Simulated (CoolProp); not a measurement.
Vapour-liquid equilibrium of acetone (1) + cyclohexane (2) at 403.1 K; x and y are mole fractions of (1).

Computed with CoolProp (multi-fluid Helmholtz-energy mixture model, Lemmon 2006 and Zhou 2014; pair parameters Bell 2016).

| x | bubble pressure, mixture model (kPa) | bubble pressure, Raoult's law (kPa) | y, mixture model | y, Raoult's law |
|---|---|---|---|---|
| 0.05 | 450.5 | 381.8 | 0.214 | 0.099 |
| 0.125 | 545.2 | 411.2 | 0.375 | 0.230 |
| 0.2 | 609.6 | 440.7 | 0.463 | 0.343 |
| 0.275 | 655.0 | 470.2 | 0.522 | 0.442 |
| 0.35 | 688.6 | 499.7 | (withheld) | 0.529 |
| 0.425 | 714.5 | 529.1 | 0.604 | 0.607 |
| 0.5 | 735.3 | 558.6 | 0.639 | 0.676 |
| 0.575 | (withheld) | 588.1 | 0.674 | 0.738 |
| 0.65 | 765.5 | 617.6 | 0.712 | 0.795 |
| 0.725 | 774.7 | 647.1 | 0.755 | 0.846 |
| 0.8 | 779.2 | 676.5 | (withheld) | 0.893 |
| 0.875 | 777.4 | 706.0 | (withheld) | 0.936 |
| 0.95 | 767.4 | 735.5 | (withheld) | 0.975 |

Task: Complete the blanks.

Result: 
- 0.35, y, mixture model: 0.566
- 0.575, bubble pressure, mixture model (kPa): 752.2
- 0.8, y, mixture model: 0.805
- 0.875, y, mixture model: 0.865
- 0.95, y, mixture model: 0.939

The largest gap from Raoult's law is +39.3 % in bubble pressure, at x = 0.275. y crosses x between x = 0.8 and 0.875: the model has an azeotrope there.

The pair parameters rest on a limited set of measurements; away from them the model extrapolates.
